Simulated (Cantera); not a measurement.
Input (Python, Cantera):

```python
import numpy as np
import cantera as ct

gas = ct.Solution("gri30.yaml")
gas.TPX = 2950, 4500, {'CH4': 0.0026, 'H2': 1, 'O2': 0.0038, 'N2': 0.0011}
reactor = ct.IdealGasConstPressureReactor(gas, energy="off", clone=False)
net = ct.ReactorNet([reactor])
net.rtol, net.atol = 1e-08, 1e-18
show = ['CH4', 'H2', 'O2', 'H2O2', 'CO2', 'OH', 'C2H6']
times = np.geomspace(0.0004, 40, 13)

steps = ct.SolutionArray(gas, extra=["t"])
rows = []
print(f"{'t/s':>10s}{'T/K':>9s}{'P/Pa':>11s}" + "".join(f"{s:>11s}" for s in show))
for t in times:
    while net.time < t:
        t_next = net.step()
        steps.append(gas.state, t=t_next)
    rows.append([np.interp(t, steps.t, y) for y in (steps.T, steps.P, *steps(*show).X.T)])
    print(f"{t:10.3e}{rows[-1][0]:9.1f}{rows[-1][1]:11.4g}" + "".join(f"{x:11.3e}" for x in rows[-1][2:]))
rate = np.gradient(steps.T, steps.t)
print("integrator steps:", len(steps.t))
if steps.T.max() > steps.T[0] + 200:
    print(f"time of steepest temperature rise: {steps.t[rate.argmax()]:.4e} s")
gas.TPX = 2950, 4500, {'CH4': 0.0026, 'H2': 1, 'O2': 0.0038, 'N2': 0.0011}
gas.equilibrate("TP")
print(f"equilibrium (TP): T = {gas.T:.1f} K  " + "  ".join(f"{s} {gas[s].X[0]:.3e}" for s in show))
```

Output:

```
       t/s      T/K       P/Pa        CH4         H2         O2       H2O2        CO2         OH       C2H6
 4.000e-04   2950.0       4500  1.162e-03  9.475e-01  1.627e-08  2.066e-12  1.417e-07  1.015e-04  1.632e-08
 1.044e-03   2950.0       4500  3.562e-04  9.203e-01  2.220e-08  2.893e-12  2.903e-07  1.647e-04  2.498e-09
 2.725e-03   2950.0       4500  6.034e-05  8.842e-01  4.363e-08  3.683e-12  9.413e-07  2.250e-04  1.018e-10
 7.113e-03   2950.0       4500  3.704e-06  8.197e-01  7.846e-08  3.750e-12  1.611e-06  2.896e-04  5.472e-13
 1.857e-02   2950.0       4500  3.916e-12  7.053e-01  2.439e-07  5.859e-12  1.562e-06  4.734e-04  9.441e-25
 4.846e-02   2950.0       4500  3.997e-13  5.794e-01  5.991e-07  7.686e-12  1.427e-06  6.725e-04  1.370e-26
 1.265e-01   2950.0       4500  1.769e-13  5.299e-01  7.953e-07  8.064e-12  1.359e-06  7.409e-04  3.097e-27
 3.302e-01   2950.0       4500  1.701e-13  5.275e-01  8.057e-07  8.075e-12  1.356e-06  7.440e-04  2.883e-27
 8.618e-01   2950.0       4500  1.701e-13  5.275e-01  8.057e-07  8.075e-12  1.356e-06  7.440e-04  2.883e-27
 2.249e+00   2950.0       4500  1.701e-13  5.275e-01  8.057e-07  8.075e-12  1.356e-06  7.440e-04  2.883e-27
 5.871e+00   2950.0       4500  1.701e-13  5.275e-01  8.057e-07  8.075e-12  1.356e-06  7.440e-04  2.883e-27
 1.532e+01   2950.0       4500  1.701e-13  5.275e-01  8.057e-07  8.075e-12  1.356e-06  7.440e-04  2.883e-27
 4.000e+01   2950.0       4500  1.701e-13  5.275e-01  8.057e-07  8.075e-12  1.356e-06  7.440e-04  2.883e-27
integrator steps: 2163
equilibrium (TP): T = 2950.0 K  CH4 1.721e-13  H2 5.275e-01  O2 8.057e-07  H2O2 8.075e-12  CO2 1.356e-06  OH 7.440e-04  C2H6 2.952e-27
```

Computed with Cantera and GRI-Mech 3.0 (53 species, 325 reactions). Radical loss at walls, strong at low pressure, is not modelled.
